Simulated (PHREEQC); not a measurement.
Solution (85 °C): 0.0018 mol/kgw H2SO4, 0.067 mol/kgw ZnSO4 and 0.001 mol/kgw NiSO4. Closed to the air; pH follows from the charge balance.

Computed with PHREEQC (ion-association model, wateq4f.dat).

Each row changes one thing in this solution. This is a speciation only: nothing precipitates in the calculation.

```csv
case,pH,ionic strength (mol/kgw),SO4-2 (mol/kgw),HSO4- (mol/kgw),Ni+2 (mol/kgw),NiSO4 (mol/kgw),SI of Morenosite (NiSO4:7H2O)
as made,3.25,0.133,0.0276,0.00290,0.000584,0.000416,-3.85
diluted 100-fold with water,4.54,0.00245,0.000613,6.70e-6,8.99e-6,1.01e-6,-6.47
ZnSO4 left out,2.65,0.00641,0.00148,0.00115,0.000829,0.000171,-4.24
0.047 mol/kgw NaAlO2 added,6.11,0.188,0.0308,4.08e-6,0.000616,0.000383,-3.89
temperature from 85 to 65 °C,3.08,0.134,0.0277,0.00255,0.000590,0.000409,-3.70
temperature from 85 to 30 °C,2.86,0.140,0.0284,0.00188,0.000617,0.000382,-3.39
H2SO4 from 0.0018 to 0.00036 mol/kgw,3.95,0.132,0.0280,0.000586,0.000579,0.000421,-3.85
temperature from 85 to 70 °C,3.12,0.134,0.0277,0.00265,0.000588,0.000411,-3.74
ZnSO4 from 0.067 to 0.0067 mol/kgw,2.85,0.0221,0.00493,0.00199,0.000712,0.000288,-4.02
```

Some of these states are supersaturated (in Al(OH)3(a), Boehmite (slow to form), for instance). Constants without temperature data keep their 25 °C values here.
